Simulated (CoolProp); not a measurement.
A single-stage vapour-compression cycle with the fluoroketone C6F12O (FK-5-1-12): evaporating at 312.15 K (dew point), condensing at 382.15 K (bubble point), superheat 0 K, subcooling 0 K, compressor efficiency 0.8, no pressure losses. Each further row changes one setting.

Model: reference Helmholtz-energy equation of state, McLinden 2015, in CoolProp.

| case | cooling COP | pressure ratio | discharge temperature (K) | refrigerating effect (kJ/kg) | volumetric capacity (kJ/m³) |
|---|---|---|---|---|---|
| as stated | 0.641 | 7.87 | 382.2 | 9.96 | 90.0 |
| evaporating temperature 317.15 K | (withheld) | 6.55 | 382.2 | (withheld) | 152 |
| condensing temperature 377.15 K | 1.06 | 6.99 | 377.1 | 16.0 | 145 |
| subcooling 5 K | (withheld) | 7.87 | 382.2 | 16.0 | 145 |
| superheat 10 K | 1.06 | 7.87 | 382.2 | 18.9 | 164 |
| compressor efficiency 0.7 | (withheld) | 7.87 | 382.2 | 9.96 | 90.0 |

Problem. Complete the blanks.

Solution. 
- evaporating temperature 317.15 K, cooling COP: 0.975
- evaporating temperature 317.15 K, refrigerating effect (kJ/kg): 14.1
- subcooling 5 K, cooling COP: 1.03
- compressor efficiency 0.7, cooling COP: 0.561

The compression ends wet for: as stated; evaporating temperature 317.15 K; condensing temperature 377.15 K; subcooling 5 K; superheat 10 K; compressor efficiency 0.7.
